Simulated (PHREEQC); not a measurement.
# Acid rinse or clean: an equilibrium model

Dissolve 0.09 mol/kgw H2SO4, 0.025 mol/kgw FeCl3 and 8.7e-05 mol/kgw CuCl2 at 53 °C. Closed to the air; pH follows from the charge balance.

All values are PHREEQC results (ion-association model, phreeqc.dat), not measurements.

This is a speciation only: nothing precipitates in the calculation.

Q: Predict the pH, ionic strength.

A: pH 1.05; ionic strength 0.174 mol/kgw.

Q: In which forms is Cl present?

A: Cl- 97 %, FeCl+2 2.9 % of the Cl.

The solution is supersaturated, for example in Hematite (slow to form), Goethite (slow to form), so a real one may precipitate; this is no full list. Away from 25 °C the constants follow the database's enthalpies or fits; those with neither stay at their 25 °C values.
